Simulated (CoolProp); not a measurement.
Vapour-liquid equilibrium of C3F8 (R218) (1) + R134a (2) at 317.2 K; x and y are mole fractions of (1).

Model: multi-fluid Helmholtz-energy mixture model, Lemmon 2006 and Tillner-Roth 1994; pair parameters Bell 2016, in CoolProp.

**Question.** Give the bubble pressure and the first vapour's composition at x = 0.15, 0.25, 0.65. Is there an azeotrope?

**Answer.** x = 0.15: 1397 kPa, y = 0.255; x = 0.25: 1505 kPa, y = 0.355; x = 0.65: 1651 kPa, y = 0.638. y crosses x between x = 0.55 and 0.65: the model has an azeotrope there.

The pair parameters rest on a limited set of measurements; away from them the model extrapolates.
